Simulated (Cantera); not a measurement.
An adiabatic, constant-volume homogeneous reactor starts with 6.78 % CH4, 3.18 % H2, 18.9 % O2, 71.1 % N2, at 1750 K and 1.60 bar.

Detailed kinetics in Cantera: GRI-Mech 3.0 (53 species, 325 reactions).

Question: Predict: time of steepest temperature rise; temperature at 6.00 s; equilibrium temperature; x(H2) at 6.00 s; x(O2) at 6.00 s; x(O) at 6.00 s; x(HCO) at 6.00 s.

Answer: 
| Item | Value |
|---|---|
| time of steepest temperature rise | 41.6 µs |
| temperature at 6.00 s | 2946 K |
| equilibrium temperature | 2946 K |
| x(H2) at 6.00 s | 0.0147 (gas-phase equilibrium 0.0147) |
| x(O2) at 6.00 s | 0.0397 (gas-phase equilibrium 0.0397) |
| x(O) at 6.00 s | 0.0113 (gas-phase equilibrium 0.0113) |
| x(HCO) at 6.00 s | 6.52e-8 (gas-phase equilibrium 6.52e-8) |
